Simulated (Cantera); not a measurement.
A perfectly stirred reactor is fed with H2 : O2 = 0.17 : 1 (molar parts), at 0.0263 atm; it is held at 1050 K, and followed from long to short residence time.

Cantera simulation using the H2/O2 subset of GRI-Mech 3.0, which has no nitrogen chemistry; the numbers are that mechanism's predictions, not measurements. Radical loss at walls, strong at low pressure, is not modelled. The temperature is held fixed by assumption; the heat of reaction is taken as removed at once.

### Question
What does this change do: temperature 1050 to 1125 K?

### Answer
| quantity | before | after |
|---|---|---|
| x(H2) at τ = 2.30 s | 0.000352 | 0.000226 |
| x(O2) at τ = 2.30 s | 0.843 | 0.843 |
| x(H) at τ = 2.30 s | 3.55e-5 | 4.30e-5 |
| x(H2O2) at τ = 2.30 s | 3.99e-7 | 3.25e-7 |
| x(OH) at τ = 2.30 s | 0.000410 | 0.000636 |
| x(H2) at τ = 39.0 ms | 0.00387 | 0.00264 |
| x(O2) at τ = 39.0 ms | 0.837 | 0.835 |
| x(H) at τ = 39.0 ms | 0.00198 | 0.00237 |
| x(H2O2) at τ = 39.0 ms | 8.10e-7 | 6.93e-7 |
| x(OH) at τ = 39.0 ms | 0.00185 | 0.00262 |

### Question
What does this change do: temperature 1050 to 1175 K?

### Answer
```
quantity                  before     after
----------------------  --------  --------
x(H2) at τ = 2.30 s     0.000352  0.000184
x(O2) at τ = 2.30 s        0.843     0.842
x(H) at τ = 2.30 s       3.55e-5   4.85e-5
x(H2O2) at τ = 2.30 s    3.99e-7   2.63e-7
x(OH) at τ = 2.30 s     0.000410  0.000823
x(H2) at τ = 39.0 ms     0.00387   0.00222
x(O2) at τ = 39.0 ms       0.837     0.833
x(H) at τ = 39.0 ms      0.00198   0.00264
x(H2O2) at τ = 39.0 ms   8.10e-7   6.08e-7
x(OH) at τ = 39.0 ms     0.00185   0.00327
```
